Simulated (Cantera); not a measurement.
Input (Python, Cantera):

```python
import numpy as np
import cantera as ct

gas = ct.Solution("gri30.yaml")
gas.TPX = 1225, 3800, {'H2': 0.0051, 'O2': 1}
reactor = ct.IdealGasConstPressureReactor(gas, energy="off", clone=False)
net = ct.ReactorNet([reactor])
net.rtol, net.atol = 1e-08, 1e-18
show = ['H2', 'O2', 'H', 'H2O2', 'H2O', 'HO2', 'OH']
times = np.geomspace(5e-06, 200, 9)

steps = ct.SolutionArray(gas, extra=["t"])
rows = []
print(f"{'t/s':>10s}{'T/K':>9s}{'P/Pa':>11s}" + "".join(f"{s:>11s}" for s in show))
for t in times:
    while net.time < t:
        t_next = net.step()
        steps.append(gas.state, t=t_next)
    rows.append([np.interp(t, steps.t, y) for y in (steps.T, steps.P, *steps(*show).X.T)])
    print(f"{t:10.3e}{rows[-1][0]:9.1f}{rows[-1][1]:11.4g}" + "".join(f"{x:11.3e}" for x in rows[-1][2:]))
rate = np.gradient(steps.T, steps.t)
print("integrator steps:", len(steps.t))
if steps.T.max() > steps.T[0] + 200:
    print(f"time of steepest temperature rise: {steps.t[rate.argmax()]:.4e} s")
gas.TPX = 1225, 3800, {'H2': 0.0051, 'O2': 1}
gas.equilibrate("TP")
print(f"equilibrium (TP): T = {gas.T:.1f} K  " + "  ".join(f"{s} {gas[s].X[0]:.3e}" for s in show))
```

Result:

```
       t/s      T/K       P/Pa         H2         O2          H       H2O2        H2O        HO2         OH
 5.000e-06   1225.0       3800  5.074e-03  9.949e-01  8.740e-11  3.815e-16  1.396e-13  1.051e-10  1.759e-11
 4.459e-05   1225.0       3800  5.074e-03  9.949e-01  2.983e-10  3.028e-14  5.490e-11  9.403e-10  6.641e-10
 3.976e-04   1225.0       3800  5.074e-03  9.949e-01  1.267e-09  2.350e-12  9.563e-09  8.454e-09  1.309e-08
 3.546e-03   1225.0       3800  4.523e-03  9.944e-01  2.368e-05  9.987e-09  4.102e-04  1.492e-06  2.571e-04
 3.162e-02   1225.0       3800  7.250e-06  9.920e-01  5.119e-05  2.289e-08  4.875e-03  9.529e-07  3.431e-04
 2.820e-01   1225.0       3800  7.884e-07  9.946e-01  1.844e-06  1.085e-08  5.027e-03  2.698e-07  1.146e-04
 2.515e+00   1225.0       3800  2.215e-08  9.949e-01  9.055e-09  8.762e-10  5.077e-03  1.975e-08  1.960e-05
 2.243e+01   1225.0       3800  1.116e-09  9.949e-01  1.062e-10  5.618e-11  5.085e-03  4.864e-09  4.455e-06
 2.000e+02   1225.0       3800  5.568e-10  9.949e-01  3.798e-11  2.950e-11  5.085e-03  5.630e-09  3.156e-06
integrator steps: 1851
equilibrium (TP): T = 1225.0 K  H2 5.568e-10  O2 9.949e-01  H 3.798e-11  H2O2 2.950e-11  H2O 5.085e-03  HO2 5.630e-09  OH 3.156e-06
```

Computed with Cantera and GRI-Mech 3.0 (53 species, 325 reactions). Radical loss at walls, strong at low pressure, is not modelled.
